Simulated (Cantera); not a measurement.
A closed system holds: 1 mol SiHCl₃, 12 mol H₂, equilibrated at 2225 K and 0.130 bar.

These are equilibrium values from Cantera (NASA tables, ideal gas, pure condensed phases), not measurements of a reactor. The tables' values for SiCl, SiCl₃ are old estimates; treat these amounts as uncertain. Gases not in the tables: Si₂H₆ and higher silanes. The numbers say what is thermodynamically allowed, not how fast it happens.

```
species       before     after
----------  --------  --------
H₂             0.807     0.666
HCl            0.129     0.143
H             0.0161     0.110
Si           0.00360    0.0452
Cl           0.00187    0.0172
SiCl₂         0.0388    0.0128
SiCl₃       0.000227   1.22e-5
SiH₂        0.000270   4.95e-5
Si₂          6.06e-5  0.000168
SiCl         0.00209   0.00426
Si₃          1.17e-5   7.22e-6
SiH         0.000493  0.000746
Si(l), mol     0.352         0
```
Gas species are given as mole fractions.

What was changed between the two runs?
A) H₂ from 12 to 180 mol
B) pressure from 0.130 bar to 2.30 mbar
C) temperature from 2225 K to 2323 K
D) temperature from 2225 K to 1623 K

B, pressure from 0.130 bar to 2.30 mbar
